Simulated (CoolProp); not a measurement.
R123 at several states: Z from the reference equation and from simpler models built on Tc = 183.7 °C, pc = 3662 kPa, ω = 0.282; each cubic takes its own stable root.

The numbers come from the reference Helmholtz-energy equation of state, Younglove 1994 in CoolProp. It is a modified Benedict-Webb-Rubin equation, recast in Helmholtz form.

| T (°C) | p (kPa) | phase | reference | Redlich-Kwong | Soave-Redlich-Kwong | Peng-Robinson |
|---|---|---|---|---|---|---|
| 173.85 | 990 | gas | 0.8913 | 0.8946 | 0.8933 | 0.8831 |
| 76.95 | 215 | gas | 0.9463 | 0.9563 | 0.9518 | 0.9489 |
| -67.15 | 53.6 | liquid | 0.002847 | 0.003240 | 0.003179 | 0.002831 |
| 175.35 | 1070 | gas | 0.8832 | 0.8866 | 0.8854 | 0.8744 |
